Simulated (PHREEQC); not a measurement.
Solution (20 °C): 1.7 mmol/kgw NaOH, 0.045 mmol/kgw NaAlO2 and 1.3 mmol/kgw Na2CO3. Closed to the air; pH follows from the charge balance.

Model: ion-association model, phreeqc.dat, run in PHREEQC.

Each row changes one thing in this solution. This is a speciation only: nothing precipitates in the calculation.

| case | pH | ionic strength (mol/kgw) |
|---|---|---|
| as made | 11.38 | 0.00545 |
| NaAlO2 left out | 11.38 | 0.00540 |
| diluted 5-fold with water | 10.76 | ___ |
| NaOH replaced by Na2SiF6 at the same molality | 4.04 | ___ |
| NaAlO2 replaced by Na2SiO3 at the same molality | ___ | 0.00549 |
| 4.6e-05 mol/kgw HF added | ___ | 0.00545 |
| Na2CO3 left out | 11.38 | 0.00175 |

Task: Some entries are withheld; supply them.

Result: 
- diluted 5-fold with water, ionic strength (mol/kgw): 0.00105
- NaOH replaced by Na2SiF6 at the same molality, ionic strength (mol/kgw): 0.00699
- NaAlO2 replaced by Na2SiO3 at the same molality, pH: 11.39
- 4.6e-05 mol/kgw HF added, pH: 11.37

Some of these states are supersaturated (in Quartz (slow to form), Chalcedony (slow to form), for instance). SiF6-2 is the database's only silicon fluoride. Fluoro complexes past AlF4- and FeF3 are missing from the database.
